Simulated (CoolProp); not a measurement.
Model: reference Helmholtz-energy equation of state, Lemmon 2006, in CoolProp. It is a short technical equation, of lower accuracy than the large ones.

For isopentane, give the phase and the cp (kJ/(kg K)), Joule-Thomson coefficient (K/MPa), conductivity (mW/(m K)), fugacity coefficient at 331.1 K and 1.2 MPa; 331.1 K and 2.47 MPa.


- 331.1 K and 1.2 MPa: liquid; cp 2.45, Joule-Thomson coefficient -0.256, conductivity 92.7, fugacity coefficient 0.207
- 331.1 K and 2.47 MPa: liquid; cp 2.44, Joule-Thomson coefficient -0.269, conductivity 93.7, fugacity coefficient 0.106

Thermal conductivity comes from a separate model (Vassiliou 2015).
